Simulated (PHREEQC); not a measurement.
# Spent oxide etchant: speciation

Make-up at 54 °C: 48 mmol/kgw HF, 5.2 mmol/kgw (NH4)2SiF6 and 2.2 mmol/kgw H3BO3. Closed to the air; pH follows from the charge balance.

All values are PHREEQC results (ion-association model, wateq4f.dat), not measurements.

Precipitation was switched off in this run.

Problem. What pH does the model give?

Solution. pH 2.30.

Problem. In which forms is B present?

Solution. BF4- 98 %, BF3OH- 1.9 % of the B.

Away from 25 °C the constants follow the database's enthalpies or fits; those with neither stay at their 25 °C values. SiF6-2 is the database's only silicon fluoride. Real BF4- forms and hydrolyses slowly; the run takes it at equilibrium.
